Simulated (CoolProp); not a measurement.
Computed with CoolProp (reference Helmholtz-energy equation of state, Aleksandrov 2011). It is a short technical equation, of lower accuracy than the large ones.

Task: For n-undecane, give the phase and the density (kg/m³), cp (kJ/(kg K)), speed of sound (m/s), Joule-Thomson coefficient (K/MPa) at 191.55 °C and 1.66 MPa; 191.55 °C and 3.32 MPa; 191.55 °C and 3.65 MPa.

Result: 
- 191.55 °C and 1.66 MPa: liquid; density 607, cp 2.85, speed of sound 704, Joule-Thomson coefficient -0.192
- 191.55 °C and 3.32 MPa: liquid; density 611, cp 2.85, speed of sound 725, Joule-Thomson coefficient -0.207
- 191.55 °C and 3.65 MPa: liquid; density 612, cp 2.84, speed of sound 729, Joule-Thomson coefficient -0.210
